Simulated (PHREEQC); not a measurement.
Make-up at 10 °C and 50 atm: 0.24 mol/kgw Pb(NO3)2, 0.00013 mol/kgw HNO3 and 0.02 mol/kgw Cu(NO3)2. Closed to the air; pH follows from the charge balance.

The numbers come from PHREEQC with the ion-association model, phreeqc.dat.

Question: The ionic strength comes out as 0.497 mol/kgw. What activity coefficients do PbOH+, Cu+2, NO3-, Pb+2, PbNO3+ get?

Answer: PbOH+ 0.74, Cu+2 0.26, NO3- 0.62, Pb+2 0.30, PbNO3+ 0.74.

Precipitation was switched off in this run. Under pressure, the constants of complexes without a molar volume in the database are unreliable. Constants without temperature data keep their 25 °C values here.
